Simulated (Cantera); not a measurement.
Thermodynamics of roasting and sulfation, feed MgO + SO3 + CO2

Charge: 1 mol MgO, 0.053 mol SO3, 1.4 mol CO2, at 1025 °C.

Cantera equilibrium calculation (NASA polynomials, part measured and part estimated; ideal gas, pure solids and liquids). Candidate condensed phases: C, Mg, MgCO3, MgO, MgS, MgSO4, S; 26 gas species. Mutual solubility and eutectic melting of coexisting phases are not modelled. Kinetics and transport are ignored.

From 7.50 Torr to 2250 Torr the condensed part is MgO(s). From 5780 Torr to 15000 Torr the condensed part is MgO(s) + MgSO4(s).

```tsv
P (Pa)	x CO2	x SO2	x O2	x SO3	x CO	x O	x SO	n MgO(s)	n MgSO4(s)
1000	0.946	0.0358	0.0179	5.91e-5	1.04e-5	2.29e-7	2.17e-8	1.00	0
2600	0.946	0.0357	0.0179	9.52e-5	6.47e-6	1.42e-7	1.35e-8	1.00	0
6700	0.946	0.0357	0.0178	0.000152	4.04e-6	8.83e-8	8.39e-9	1.00	0
17000	0.946	0.0356	0.0178	0.000242	2.54e-6	5.53e-8	5.26e-9	1.00	0
45000	0.946	0.0354	0.0177	0.000391	1.56e-6	3.39e-8	3.23e-9	1.00	0
120000	0.947	0.0352	0.0176	0.000633	9.60e-7	2.07e-8	1.97e-9	1.00	0
300000	0.947	0.0349	0.0174	0.000985	6.10e-7	1.30e-8	1.24e-9	1.00	0
770000	0.953	0.0302	0.0151	0.00127	4.12e-7	7.58e-9	7.20e-10	0.993	0.00679
2000000	0.982	0.0116	0.00581	0.000490	4.25e-7	2.92e-9	2.77e-10	0.964	0.0357
```
x: gas mole fraction; n: condensed amount in mol.
